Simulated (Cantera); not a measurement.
What does this Cantera script print?

```python
import numpy as np
import cantera as ct

gas = ct.Solution("gri30.yaml")


def delay(T, t_max=10):
    gas.TPX = T, 90000, {'CH4': 1, 'O2': 3.23, 'N2': 12.1, 'H2O': 2}
    reactor = ct.IdealGasConstPressureReactor(gas, clone=False)
    net = ct.ReactorNet([reactor])
    net.rtol, net.atol = 1e-8, 1e-16
    while net.time < t_max:
        t_old, T_old = net.time, reactor.T
        net.step()
        if reactor.T > T + 400:  # ignition: a rise of 400 K
            return t_old + (T + 400 - T_old) / (reactor.T - T_old) * (net.time - t_old)
    return np.nan


taus = []
for T in [1198, 1273, 1348, 1423, 1498, 1573, 1648, 1723, 1798, 1873]:
    taus.append(delay(T))
    print(f"T0 = {T:6g} K   tau = {taus[-1]:.4e} s")
```

It prints:

```
T0 =   1198 K   tau = 5.0227e-02 s
T0 =   1273 K   tau = 1.8322e-02 s
T0 =   1348 K   tau = 7.1327e-03 s
T0 =   1423 K   tau = 2.9649e-03 s
T0 =   1498 K   tau = 1.3281e-03 s
T0 =   1573 K   tau = 6.4699e-04 s
T0 =   1648 K   tau = 3.4284e-04 s
T0 =   1723 K   tau = 1.9586e-04 s
T0 =   1798 K   tau = 1.1923e-04 s
T0 =   1873 K   tau = 7.6599e-05 s
```

Computed with Cantera and GRI-Mech 3.0 (53 species, 325 reactions).
